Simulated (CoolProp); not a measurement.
A Linde-Hampson liquefier for methane: isothermal reversible compression at 290 K from 1 atm to 20 MPa, throttling to 1 atm, return gas leaving the recuperator 2 K below the feed. Each further row changes one setting.

Values from CoolProp's reference Helmholtz-energy equation of state, Setzmann 1991.

| case | liquid yield per pass | compression work (kJ/kg of gas) |
|---|---|---|
| as stated | ___ | 747 |
| high pressure 40 MPa | ___ | 840 |
| warm-end temperature 320 K | 0.157 | ___ |
| warm-end gap 7 K | ___ | 747 |

**Question.** Complete the blanks.

**Answer.** 
- as stated, liquid yield per pass: 0.212
- high pressure 40 MPa, liquid yield per pass: 0.264
- warm-end temperature 320 K, compression work (kJ/kg of gas): 842
- warm-end gap 7 K, liquid yield per pass: 0.202
